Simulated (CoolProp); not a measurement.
Vapour-liquid equilibrium of R245fa (1) + isopentane (2) at 354.8 K; x and y are mole fractions of (1).

Model: multi-fluid Helmholtz-energy mixture model, Akasaka 2015 and Lemmon 2006; pair parameters Bell 2016, in CoolProp.

Give the bubble pressure and the first vapour's composition at x = 0.125, 0.65, 0.95. Is there an azeotrope?

x = 0.125: 0.6692 MPa, y = 0.334; x = 0.65: 0.9516 MPa, y = 0.689; x = 0.95: 0.8801 MPa, y = 0.904. y crosses x between x = 0.65 and 0.725: the model has an azeotrope there.

The pair parameters rest on a limited set of measurements; away from them the model extrapolates.
